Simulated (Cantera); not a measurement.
Feed: 1 mol Si, 0.01 mol O2, 8.4 mol N2, equilibrated at 1602 °C and 1580 Torr.

Equilibrium computed with Cantera from the NASA thermochemical tables; the gas is ideal and each condensed phase is pure. Candidate condensed phases: Si, SiO2, Si2N2O, Si3N4; 16 gas species. Mutual solubility and eutectic melting of coexisting phases are not modelled. The numbers say what is thermodynamically allowed, not how fast it happens.

Base state: N2 1.000, SiO 0.000116 (mole fractions); condensed: Si2N2O(s) + Si3N4(s).

Question: What changes in the equilibrium state with this change: temperature from 1602 °C to 1852 °C?

Answer: 
| species | before | after |
|---|---|---|
| N2 | 1.000 | 0.997 |
| SiO | 0.000116 | 0.00257 |
| Si | 2.45e-7 | 4.23e-5 |
| SiN | 1.27e-7 | 1.20e-5 |
| Si2N2O(s), mol | 0.0191 | 0 |
| Si3N4(s), mol | 0.320 | 0.326 |
The tables' values for SiN are old estimates; treat these amounts as uncertain.
